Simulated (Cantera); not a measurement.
Feed: 1 mol Zr, 0.38 mol NH₃, 0.97 mol H₂O, held at 0.000350 bar.

Equilibrium computed with Cantera from the NASA thermochemical tables; the gas is ideal and each condensed phase is pure. Candidate condensed phases: H₂O, Zr, ZrN, ZrO₂; 28 gas species. Mutual solubility and eutectic melting of coexisting phases are not modelled. ZrN: taken at fixed stoichiometry. Condensed phases not in the tables: solid solutions among these carbides, nitrides and lower oxides, N, O or C dissolved in the metal. Rates play no part.

What share of the Zr ends up in condensed phases as a function of T (K), at 1548, 1748, 1948, 2148, 2348, 2548, 2748?


```json
[
 {"T (K)": "1548", "Zr condensed (%)": "100.0", "as": "Zr(β) + ZrN(s) + ZrO₂(tetragonal)"},
 {"T (K)": "1748", "Zr condensed (%)": "100.0", "as": "Zr(β) + ZrN(s) + ZrO₂(tetragonal)"},
 {"T (K)": "1948", "Zr condensed (%)": "100.0", "as": "Zr(β) + ZrN(s) + ZrO₂(tetragonal)"},
 {"T (K)": "2148", "Zr condensed (%)": "99.7", "as": "Zr(l) + ZrN(s) + ZrO₂(tetragonal)"},
 {"T (K)": "2348", "Zr condensed (%)": "92.9", "as": "Zr(l) + ZrN(s) + ZrO₂(tetragonal)"},
 {"T (K)": "2548", "Zr condensed (%)": "1.1", "as": "ZrN(s)"},
 {"T (K)": "2748", "Zr condensed (%)": "0.0", "as": "-"}
]
```
